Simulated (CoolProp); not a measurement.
A closed Brayton cycle with dry air: compressor inlet 327.15 K and 6.2 MPa, high pressure 20.9 MPa, turbine inlet 730 K, compressor efficiency 0.8, turbine efficiency 0.93, recuperator effectiveness 0 (on enthalpy, no pinch check). Each further row changes one setting.

The numbers come from the reference Helmholtz-energy equation of state, Lemmon 2000 in CoolProp. It is a pseudo-pure fit of the blend.

```json
[
 {"case": "as stated", "thermal efficiency (%)": "13.1", "net work (kJ/kg)": "33.7", "compressor to turbine work": "0.84", "compressor exit (K)": "497.5", "turbine exit (K)": "538.0"},
 {"case": "turbine inlet 680 K", "thermal efficiency (%)": "9.4", "net work (kJ/kg)": "18.9", "compressor to turbine work": "0.90", "compressor exit (K)": "497.5", "turbine exit (K)": "499.4"},
 {"case": "compressor inlet 337.15 K", "thermal efficiency (%)": "11.6", "net work (kJ/kg)": "28.0", "compressor to turbine work": "0.87", "compressor exit (K)": "512.4", "turbine exit (K)": "538.0"},
 {"case": "high pressure 17.8 MPa", "thermal efficiency (%)": "13.0", "net work (kJ/kg)": "37.0", "compressor to turbine work": "0.80", "compressor exit (K)": "471.5", "turbine exit (K)": "560.4"},
 {"case": "recuperator effectiveness 0.5", "thermal efficiency (%)": "14.3", "net work (kJ/kg)": "33.7", "compressor to turbine work": "0.84", "compressor exit (K)": "497.5", "turbine exit (K)": "538.0"}
]
```
